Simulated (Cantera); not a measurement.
## Ta2O5 + H2 (hydrogen reduction and annealing atmospheres)

Feed: 1 mol Ta2O5, 3.4 mol H2, equilibrated at 1700 K and 0.0180 bar.

Method: chemical equilibrium by Gibbs-energy minimisation in Cantera with the NASA 1993 tables (ideal gas, pure condensed phases). Candidate condensed phases: H2O, Ta, Ta2O5; 12 gas species. Mutual solubility and eutectic melting of coexisting phases are not modelled. Condensed phases not in the tables: N, O or C dissolved in the metal. Kinetics and transport are ignored.

```
Property           Result
-----------  ------------
x(H2)               0.999
x(H)              0.00110
x(H2O)           0.000385
n(Ta(s))     0.000523 mol
n(Ta2O5(s))     1.000 mol
gas amount      3.402 mol
```
